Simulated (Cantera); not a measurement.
A perfectly stirred reactor is fed with CH₄ : O₂ : N₂ = 1 : 2.5 : 9.4 (molar parts), equivalence ratio 0.80, at 870000 Pa; it is adiabatic with a 748 K inlet, and is followed from long to short residence time, starting on the burning branch (τ in s: 0.05, 0.029, 0.017, 0.01, 0.0059, 0.0034, 0.002, 0.0012, 0.00068, 0.0004, 0.00023, 0.00014, 7.9e-05).

Cantera simulation using GRI-Mech 3.0 (53 species, 325 reactions); the numbers are that mechanism's predictions, not measurements.

Question: What does this change do: pressure from 870000 Pa to 1500000 Pa?

Answer: 
| quantity | before | after |
|---|---|---|
| blow-out, bracketed by the residence times tried | burning at 79.0 µs, the shortest tried | burning at 79.0 µs, the shortest tried |
| x(CH₄) at τ = 50.0 ms | 7.48e-7 | 5.12e-7 |
| x(O₂) at τ = 50.0 ms | 0.0367 | 0.0364 |
| x(NO) at τ = 50.0 ms | 0.00422 | 0.00467 |
| x(CO₂) at τ = 50.0 ms | 0.0755 | 0.0759 |
| x(H₂O₂) at τ = 50.0 ms | 4.01e-7 | 5.31e-7 |
| x(CH₄) at τ = 2.00 ms | 1.59e-5 | 1.14e-5 |
| x(O₂) at τ = 2.00 ms | 0.0389 | 0.0385 |
| x(NO) at τ = 2.00 ms | 0.000631 | 0.000785 |
| x(CO₂) at τ = 2.00 ms | 0.0746 | 0.0754 |
| x(H₂O₂) at τ = 2.00 ms | 4.43e-7 | 5.80e-7 |
The pressure lies above the range GRI-Mech 3.0 was tuned for (to about 10 atm).
